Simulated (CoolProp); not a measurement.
Normal hydrogen at 298.15 K and 1.01 MPa flows at 0.19 m/s in a round tube of 12.7 mm bore and 0.25 µm roughness, fully developed (64/Re and Nu = 3.66 if laminar; Colebrook and Gnielinski if turbulent). Each further row changes one setting.

Computed with CoolProp (reference Helmholtz-energy equation of state, Leachman 2009).

```
case               Reynolds number  Darcy friction factor  pressure drop (Pa/m)  heat-transfer coefficient (W/(m² K))  mass flow (kg/h)
-----------------  ---------------  ---------------------  --------------------  ------------------------------------  ----------------
as stated                        …                      …                 0.336                                  53.9                 …
velocity 0.38 m/s              442                  0.145                     …                                  53.9             0.141
diameter 25.4 mm               442                  0.145                     …                                  26.9             0.283
```

Problem. Complete the blanks.

Solution. 
- as stated, Reynolds number: 221
- as stated, Darcy friction factor: 0.289
- as stated, mass flow (kg/h): 0.0707
- velocity 0.38 m/s, pressure drop (Pa/m): 0.671
- diameter 25.4 mm, pressure drop (Pa/m): 0.0839

Viscosity comes from a separate model (Muzny 2013). Thermal conductivity comes from a separate model (Assael 2011).
